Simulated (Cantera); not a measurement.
**Reactions in the system N-O-Ta**

Cantera with NASA thermochemical tables; ideal gases at 1 bar, condensed phases pure. Values are per mole of reaction as written; species without (g) are pure solids or liquids, kept so even where they would boil at 1 bar.

TaO₂(g) + 2 NO(g) ⇌ Ta + 2 NO₂(g)

```csv
T (K),ΔH° (kJ),ΔS° (J/K),ΔG° (kJ),log10 K
1598,97.3,-170.3,369.5,-12.08
1698,98.7,-169.5,386.5,-11.89
1798,100.2,-168.6,403.4,-11.72
1898,101.7,-167.8,420.2,-11.56
1998,103.3,-167.0,436.9,-11.42
2098,105.0,-166.2,453.6,-11.29
```

4 TaO₂(g) + NO₂(g) ⇌ N(g) + 2 Ta₂O₅

```
T (K)  ΔH° (kJ)  ΔS° (J/K)  ΔG° (kJ)  log10 K  condensed phases
-----  --------  ---------  --------  -------  ----------------
1598    -2713.1     -755.1   -1506.5    49.24          Ta₂O₅(s)
1698    -2700.7     -747.6   -1431.4    44.03          Ta₂O₅(s)
1798    -2688.2     -740.4   -1357.0    39.42          Ta₂O₅(s)
1898    -2675.6     -733.6   -1283.3    35.32          Ta₂O₅(s)
1998    -2662.9     -727.1   -1210.2    31.64          Ta₂O₅(s)
2098    -2406.4     -602.4   -1142.5    28.45          Ta₂O₅(l)
```
